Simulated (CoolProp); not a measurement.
Aqueous ethylene glycol as a coolant, 9 % by mass, freezing at -3.0 °C, 1 atm.

The numbers come from the Melinder's fits for secondary coolants in CoolProp.

| T (°C) | Prandtl number | viscosity (mPa s) | density (kg/m³) | cp (kJ/(kg K)) |
|---|---|---|---|---|
| 3.9 | 15.2 | 2.00 | 1012 | 4.054 |
| 11 | 11.9 | ? | 1011 | 4.056 |
| 18.1 | 9.56 | 1.31 | 1010 | 4.059 |
| 25.3 | 7.81 | 1.09 | ? | 4.063 |
| 32.4 | ? | 0.920 | ? | 4.067 |
| 39.5 | 5.53 | ? | 1003 | 4.073 |

Fill in the missing entries.


- 11, viscosity (mPa s): 1.60
- 25.3, density (kg/m³): 1008
- 32.4, Prandtl number: 6.52
- 32.4, density (kg/m³): 1006
- 39.5, viscosity (mPa s): 0.791
